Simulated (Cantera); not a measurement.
Input: 1 mol SiCl4, a varied amount of NH3, 58 mol H2, held at 0.133 bar.

Equilibrium computed with Cantera from the NASA thermochemical tables; the gas is ideal and each condensed phase is pure. Candidate condensed phases: NH4Cl, Si, Si3N4; 28 gas species. Mutual solubility and eutectic melting of coexisting phases are not modelled. The tables' values for SiCl3 are old estimates. Kinetics and transport are ignored.

Stable condensed phases, one row left out:

```
T in °C \ n(NH3) in mol
          0.1 0.14 0.19 0.26 0.35 0.48 0.65
   1477     A    A    A    A    A    A    A
   1452     A    A    A    A    A    A    A
   1427     A    A    A    A    A    A    A
   1402     A    A    A    A    A    A    A
   1377     A    A    A    A    A    A    B
   1327     A    A    A    A    B    B    B
   1302     A    A    B    B    B    B    B
   1277     A    B    B    B    B    B    B
   1252     B    B    B    B    B    B    B
   1227     B    B    B    B    B    B    B
   1202     B    B    B    B    B    B    B
   1177     B    B    B    B    B    B    B
```

A: Si; B: Si + Si3N4.

Q: Give the row for 1352 °C.

A: 0.1: Si; 0.14: Si; 0.19: Si; 0.26: Si; 0.35: Si; 0.48: Si + Si3N4; 0.65: Si + Si3N4.
